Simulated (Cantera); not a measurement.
A perfectly stirred reactor is fed with 38.7 % H₂, 12.9 % O₂, 48.4 % N₂, at 0.987 atm; it is adiabatic with a 650 K inlet, and is followed from long to short residence time, starting on the burning branch (τ in s: 0.055, 0.03, 0.016, 0.0085, 0.0046, 0.0024, 0.0013, 0.0007, 0.00038, 0.0002, 0.00011, 5.8e-05).

Computed with Cantera and the H2/O2 subset of GRI-Mech 3.0, which has no nitrogen chemistry.

One state of this run: T (K) = 2401; x H₂ = 0.143; x O₂ = 0.000525; x H₂O = 0.284; x HO₂ = 3.56e-7; x OH = 0.00639; x O = 0.000525. x: mole fraction; the columns are a selection and need not sum to one.

### Question
Which value of τ (s) does it belong to?
(A) 0.030
(B) 0.00070
(C) 5.8e-5
(D) 0.0046

### Answer
D, 0.0046
